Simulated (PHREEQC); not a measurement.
Solution (25 °C): 0.0308 mol HF and 7.5e-05 mol NH4HF2 per kg of water. Closed to the air; pH follows from the charge balance.

Computed with PHREEQC (ion-association model, phreeqc.dat).

This is a speciation only: nothing precipitates in the calculation.

### Question
Order these F species by the share of F that they hold, largest first: HF2-, HF, F-.

### Answer
HF (83 %), F- (14 %), HF2- (2.7 %)

The pH is 2.36 and the ionic strength 0.00471 mol/kgw. Species that the database lacks are ignored.
